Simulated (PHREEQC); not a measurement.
Make-up at 20 °C: 0.12 mol/kgw CuCl2 and 0.0484 mol/kgw H3BO3. It is in equilibrium with CO2 at log p = -1 (atm). Otherwise closed; pH follows from the charge balance.

All values are PHREEQC results (ion-association model, phreeqc.dat), not measurements.

```
Property                   Value
-----------------  -------------
pH                          3.77
ionic strength     0.330 mol/kgw
activity of water          0.993
density              1.014 g/cm³
```

```json
[
 {"species": "Cl-", "molality": "0.225", "activity": "0.153", "log γ": "-0.167"},
 {"species": "Cu+2", "molality": "0.105", "activity": "0.0299", "log γ": "-0.546"},
 {"species": "H3BO3", "molality": "0.0484", "activity": "0.0522", "log γ": "0.033"},
 {"species": "CuCl+", "molality": "0.0140", "activity": "0.00960", "log γ": "-0.166"},
 {"species": "CO2", "molality": "0.00363", "activity": "0.00391", "log γ": "0.033"},
 {"species": "CuCl2", "molality": "0.000691", "activity": "0.000746", "log γ": "0.033"},
 {"species": "H+", "molality": "0.000217", "activity": "0.000169", "log γ": "-0.108"},
 {"species": "CuHCO3+", "molality": "0.000195", "activity": "0.000143", "log γ": "-0.134"},
 {"species": "HCO3-", "molality": "1.33e-5", "activity": "9.53e-6", "log γ": "-0.144"},
 {"species": "Cu2(OH)2+2", "molality": "2.80e-6", "activity": "8.13e-7", "log γ": "-0.538"},
 {"species": "CuOH+", "molality": "2.57e-6", "activity": "1.75e-6", "log γ": "-0.166"},
 {"species": "CuCl3-", "molality": "5.42e-7", "activity": "3.70e-7", "log γ": "-0.166"},
 {"species": "CuCO3", "molality": "3.53e-7", "activity": "3.81e-7", "log γ": "0.033"}
]
```

Precipitation was switched off in this run. Species that the database lacks are ignored.
